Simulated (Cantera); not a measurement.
Cantera run:

```python
import numpy as np
import cantera as ct

gas_names = [...]  # 110 gases of nasa_gas.yaml made of C, H, O
cond_names = """
    C(gr) C6H6(L) C7H8(L) C8H18(L),n-octa H2O(s) H2O(L)
""".split()


# ... load() reads the species with a 1 bar reference pressure and builds the phases ...
atoms = {
    'C2H2': {'C': 2, 'H': 2},
    'H2O': {'H': 2, 'O': 1},
}
top_T = {'C(gr)': 4500}  # K; cautious upper limits of use, not melting points


# ... equilibrate(T, P, feed) seeds the gas with the atoms and calls Mixture.equilibrate('TP', solver="vcs", rtol=1e-11, max_steps=5000) ...
results = []
feed = {'C2H2': 1, 'H2O': 0.32}  # mol
T = 1075  # K
P = 1100  # Pa
mix = equilibrate(T, P, feed)
results.append((T, P, feed, dict(zip(mix.species_names, mix.species_moles))))
print(gas.report(threshold=1e-05))
for i in range(1, mix.n_phases):
    print(f"{mix.phase(i).name:16s} {mix.phase_moles(i):12.5e} mol")
```

Output:

```
       temperature   1075 K
          pressure   1100 Pa
           density   0.0008729 kg/m^3
  mean mol. weight   7.0928 kg/kmol
   phase of matter   gas

                          1 kg             1 kmol
                     ---------------   ---------------
          enthalpy        2.2118e+05        1.5688e+06  J
   internal energy        -1.039e+06       -7.3693e+06  J
           entropy             31508        2.2348e+05  J/K
    Gibbs function        -3.365e+07       -2.3867e+08  J
 heat capacity c_p            4387.9             31123  J/K
 heat capacity c_v            3215.7             22808  J/K

                      mass frac. Y      mole frac. X     chem. pot. / RT
                     ---------------   ---------------   ---------------
               CH4        0.00072621        0.00032107            -46.46
                CO            0.7697           0.19491           -44.304
               CO2         0.0003524        5.6795e-05            -86.98
                H2           0.22866            0.8045           -22.416
               H2O        0.00055364        0.00021797           -65.092
     [ +105 minor]        6.8994e-08        1.3921e-07

C(gr)             1.67992e+00 mol
```

Method: chemical equilibrium by Gibbs-energy minimisation in Cantera with the NASA 1993 tables (ideal gas, pure condensed phases).
